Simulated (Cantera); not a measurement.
A perfectly stirred reactor is fed with H2 : O2 : N2 = 0.48 : 1 : 1.2 (molar parts), equivalence ratio 0.24, at 3.38 Torr; it is held at 1025 K, and followed from long to short residence time.

Cantera simulation using the H2/O2 subset of GRI-Mech 3.0, which has no nitrogen chemistry; the numbers are that mechanism's predictions, not measurements. Radical loss at walls, strong at low pressure, is not modelled. The temperature is held fixed by assumption; the heat of reaction is taken as removed at once.

### Question
Predict: x(H2) at τ = 1.30 s; x(O2) at τ = 1.30 s; x(HO2) at τ = 1.30 s; x(O) at τ = 1.30 s; x(OH) at τ = 1.30 s; x(H2) at τ = 51.0 ms; x(O2) at τ = 51.0 ms; x(HO2) at τ = 51.0 ms; x(O) at τ = 51.0 ms; x(OH) at τ = 51.0 ms.

### Answer
```json
{
 "x(H2) at τ = 1.30 s": "0.00270",
 "x(O2) at τ = 1.30 s": "0.309",
 "x(HO2) at τ = 1.30 s": "2.06e-6",
 "x(O) at τ = 1.30 s": "0.00510",
 "x(OH) at τ = 1.30 s": "0.00157",
 "x(H2) at τ = 51.0 ms": "0.0145",
 "x(O2) at τ = 51.0 ms": "0.301",
 "x(HO2) at τ = 51.0 ms": "1.94e-6",
 "x(O) at τ = 51.0 ms": "0.0226",
 "x(OH) at τ = 51.0 ms": "0.00352"
}
```
